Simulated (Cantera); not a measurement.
Charge: 1 mol BCl3, 0.15 mol H2O, held at 7.50 Torr.

Method: chemical equilibrium by Gibbs-energy minimisation in Cantera with the NASA 1993 tables (ideal gas, pure condensed phases). Candidate condensed phases: B, B2O3, B3O3H3, H2O; 33 gas species. The tables' values for BOCl, BCl2 are old estimates; treat these amounts as uncertain. Kinetics and transport are ignored. All values below are at 1348 K.

Base state: BCl3 0.706, HCl 0.249, B3O3Cl3 0.0400, BOCl 0.00449, Cl 0.000384, H2 0.000156, BCl2 7.37e-5, B2O3 1.20e-5 (mole fractions); condensed: gas only.

Task: What changes in the equilibrium state with this change: BCl3 replaced by B?

Result: 
| species | before | after |
|---|---|---|
| H2 | 0.000156 | 0.993 |
| HBO | 1.78e-6 | 0.00566 |
| B3O3H3 | <1e-9 | 0.000691 |
| BCl3 | 0.706 | 0 |
| HCl | 0.249 | 0 |
| B3O3Cl3 | 0.0400 | 0 |
| BOCl | 0.00449 | 0 |
| Cl | 0.000384 | 0 |
| BCl2 | 7.37e-5 | 0 |
| B2O2 | 2.40e-7 | 0.000380 |
| B(s), mol | 0 | 0.900 |
| B2O3(l), mol | 0 | 0.0496 |
Mutual solubility and eutectic melting of coexisting phases are not modelled.
